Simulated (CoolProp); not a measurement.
Properties of n-undecane along the isobar 11.8 MPa (Tc = 638.8 K, pc = 1.990 MPa, ω = 0.539).

Model: reference Helmholtz-energy equation of state, Aleksandrov 2011, in CoolProp. It is a short technical equation, of lower accuracy than the large ones.

```
T (K)   phase  density (kg/m³)  cp (kJ/(kg K))  Joule-Thomson coefficient (K/MPa)  isothermal compressibility (1/MPa)
-----  ------  ---------------  --------------  ---------------------------------  ----------------------------------
369.2  liquid            694.9           2.456                            -0.3683                            0.001437
375.6  liquid            690.5           2.480                            -0.3619                            0.001498
382    liquid            686.0               …                            -0.3553                            0.001561
388.4  liquid            681.5               …                            -0.3486                            0.001627
394.8  liquid                …           2.552                                  …                            0.001697
401.2  liquid                …           2.577                            -0.3350                                   …
407.6  liquid            668.0               …                            -0.3281                            0.001846
414    liquid            663.5           2.625                            -0.3211                            0.001927
420.4  liquid            659.0           2.650                                  …                            0.002011
426.8  liquid            654.4           2.674                            -0.3067                            0.002100
```

Some entries are withheld; supply them.


- 382, cp (kJ/(kg K)): 2.504
- 388.4, cp (kJ/(kg K)): 2.528
- 394.8, density (kg/m³): 677.0
- 394.8, Joule-Thomson coefficient (K/MPa): -0.3419
- 401.2, density (kg/m³): 672.5
- 401.2, isothermal compressibility (1/MPa): 0.001770
- 407.6, cp (kJ/(kg K)): 2.601
- 420.4, Joule-Thomson coefficient (K/MPa): -0.3139
